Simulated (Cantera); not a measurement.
Cantera with NASA thermochemical tables; ideal gases at 1 bar, condensed phases pure. Values are per mole of reaction as written; species without (g) are pure solids or liquids, kept so even where they would boil at 1 bar.

**Question.** Between 300 and 2098 K, where is each reaction favourable under standard conditions?
- 3 F(g) + Al ⇌ AlF3(g)

**Answer.** 
- 3 F(g) + Al ⇌ AlF3(g): ΔG° is -1379 kJ at 300 K and -910 kJ at 2098 K; it stays negative (K > 1). ΔH° is -1487 kJ and ΔS° -275 J/K at 2098 K.
